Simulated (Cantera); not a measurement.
Cantera run, input and output.

```python
import numpy as np
import cantera as ct

gas = ct.Solution("gri30.yaml")
gas.TPX = 1398, 1000000, {'CH4': 1, 'O2': 3.33, 'N2': 35, 'H2O': 0.95}
reactor = ct.IdealGasReactor(gas, energy="on", clone=False)
net = ct.ReactorNet([reactor])
net.rtol, net.atol = 1e-08, 1e-16
show = ['CH4', 'O2', 'H2O', 'C2H4', 'C2H']
times = np.geomspace(2e-06, 6, 13)

steps = ct.SolutionArray(gas, extra=["t"])
rows = []
print(f"{'t/s':>10s}{'T/K':>9s}{'P/Pa':>11s}" + "".join(f"{s:>11s}" for s in show))
for t in times:
    while net.time < t:
        t_next = net.step()
        steps.append(gas.state, t=t_next)
    rows.append([np.interp(t, steps.t, y) for y in (steps.T, steps.P, *steps(*show).X.T)])
    print(f"{t:10.3e}{rows[-1][0]:9.1f}{rows[-1][1]:11.4g}" + "".join(f"{x:11.3e}" for x in rows[-1][2:]))
rate = np.gradient(steps.T, steps.t)
print("integrator steps:", len(steps.t))
if steps.T.max() > steps.T[0] + 200:
    print(f"time of steepest temperature rise: {steps.t[rate.argmax()]:.4e} s")
gas.TPX = 1398, 1000000, {'CH4': 1, 'O2': 3.33, 'N2': 35, 'H2O': 0.95}
gas.equilibrate("UV")
print(f"equilibrium (UV): T = {gas.T:.1f} K  " + "  ".join(f"{s} {gas[s].X[0]:.3e}" for s in show))
```

Result:

```
       t/s      T/K       P/Pa        CH4         O2        H2O       C2H4        C2H
 2.000e-06   1398.0      1e+06  2.483e-02  8.267e-02  2.358e-02  4.846e-14  1.812e-29
 6.931e-06   1398.0      1e+06  2.483e-02  8.267e-02  2.358e-02  3.285e-12  1.073e-26
 2.402e-05   1398.0      1e+06  2.482e-02  8.267e-02  2.359e-02  2.380e-10  9.763e-24
 8.324e-05   1398.0      1e+06  2.481e-02  8.266e-02  2.359e-02  2.897e-08  2.507e-20
 2.884e-04   1398.8  1.001e+06  2.467e-02  8.258e-02  2.369e-02  2.034e-06  4.798e-17
 9.996e-04   1435.6  1.028e+06  2.020e-02  7.901e-02  2.800e-02  3.673e-04  5.011e-12
 3.464e-03   2085.4  1.492e+06  2.669e-19  3.282e-02  7.274e-02  6.406e-30  4.347e-27
 1.200e-02   2085.0  1.492e+06  9.712e-22  3.276e-02  7.274e-02  1.225e-31  1.574e-30
 4.160e-02   2083.9  1.491e+06  9.458e-22  3.257e-02  7.274e-02  2.193e-30  1.410e-30
 1.442e-01   2080.6  1.489e+06  8.923e-22  3.203e-02  7.275e-02  6.358e-29  1.433e-30
 4.996e-01   2075.7  1.485e+06  8.179e-22  3.121e-02  7.276e-02  7.074e-30  1.033e-30
 1.731e+00   2074.3  1.484e+06  7.972e-22  3.096e-02  7.277e-02 -2.096e-31  9.108e-31
 6.000e+00   2074.3  1.484e+06  7.971e-22  3.096e-02  7.277e-02  5.156e-33  9.128e-31
integrator steps: 1801
time of steepest temperature rise: 1.1117e-03 s
equilibrium (UV): T = 2074.3 K  CH4 1.250e-21  O2 3.096e-02  H2O 7.277e-02  C2H4 1.665e-33  C2H 1.052e-30
```

Cantera simulation using GRI-Mech 3.0 (53 species, 325 reactions); the numbers are that mechanism's predictions, not measurements.
